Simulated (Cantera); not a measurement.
Feed: 1 mol CH2F2, 0.0068 mol CH4, 0.42 mol H2, equilibrated at 1798.15 K and 1330 Pa.

Equilibrium computed with Cantera from the NASA thermochemical tables; the gas is ideal and each condensed phase is pure. Candidate condensed phases: C, C6H6, C7H8, C8H18; 95 gas species. Kinetics and transport are ignored.

Base state: HF 0.821, H2 0.177, H 0.00129, C2H2 (acetylene) 3.06e-5 (mole fractions); condensed: C(graphite).

What changes in the equilibrium state with this change: temperature from 1798.15 K to 1648 K?


```json
[
 {"species": "HF", "before": "0.821", "after": "0.822"},
 {"species": "H2", "before": "0.177", "after": "0.178"},
 {"species": "H", "before": "0.00129", "after": "0.000325"},
 {"species": "C2H2 (acetylene)", "before": "3.06e-5", "after": "7.96e-6"},
 {"species": "C(graphite), mol", "before": "1.01", "after": "1.01"}
]
```
